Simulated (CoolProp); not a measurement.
A single-stage vapour-compression cycle with R152A: evaporating at 260.15 K (dew point), condensing at 299.15 K (bubble point), superheat 8 K, subcooling 5 K, compressor efficiency 0.9, no pressure losses. Each further row changes one setting.

The numbers come from the reference Helmholtz-energy equation of state, Outcalt 1996 in CoolProp. It is a modified Benedict-Webb-Rubin equation, recast in Helmholtz form.

```tsv
case	cooling COP	pressure ratio	discharge temperature (K)	refrigerating effect (kJ/kg)	volumetric capacity (kJ/m³)
as stated	5.29	3.81	326.2	270	1360
evaporating temperature 265.15 K	6.30	3.13	323.1	___	1660
condensing temperature 294.15 K	6.20	3.28	319.3	279	1400
subcooling 10 K	5.47	3.81	326.2	279	1400
superheat 18 K	___	3.81	336.4	___	1350
compressor efficiency 0.8	4.71	3.81	331.3	270	1360
```

Q: What belongs in the gaps?

A: 
- evaporating temperature 265.15 K, refrigerating effect (kJ/kg): 273
- superheat 18 K, cooling COP: 5.26
- superheat 18 K, refrigerating effect (kJ/kg): 280
